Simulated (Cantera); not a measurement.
# Catalytic stagnation flow on Pt

A jet of 5.89 % CH4, 9.53 % O2, 84.6 % N2 at 300 K and 31.5 Torr hits a platinum plate 8.2 cm away at a mass flux of 0.058 kg/m²/s; the plate temperature is set and raised in steps from an oxygen-covered start.

Detailed kinetics in Cantera: Deutschmann's 1995 Pt surface mechanism with GRI-Mech 3.0 gas chemistry. Catalytic surfaces can have several steady states; this one follows from the mechanism file's or the stated starting coverage.

```tsv
plate T (K)	wall x CH4	wall x O2	wall x H2O	wall x OH	wall x CO	wall x CO2	θ free Pt	θ O*	θ OH*	θ CO*	θ C*
850	0.0433	0.0618	0.0295	1.34e-8	1.44e-5	0.0194	0.211	0.787	0.00120	2.54e-5	6.49e-8
900	0.0296	0.0328	0.0548	5.02e-8	1.58e-5	0.0362	0.332	0.667	0.00150	2.47e-5	8.79e-8
950	0.00637	0.00318	0.0959	<1e-8	0.0380	0.0199	0.843	2.86e-5	1.76e-5	0.154	0.00235
1000	0.00554	0.00288	0.0965	<1e-8	0.0401	0.0185	0.914	2.52e-5	1.42e-5	0.0841	0.00184
1050	0.00519	0.00278	0.0958	<1e-8	0.0400	0.0190	0.955	2.75e-5	1.27e-5	0.0436	0.00118
1100	0.00508	0.00279	0.0942	1.71e-8	0.0385	0.0208	0.976	3.43e-5	1.22e-5	0.0223	0.000691
```
x: mole fraction at the wall; θ: surface coverage.
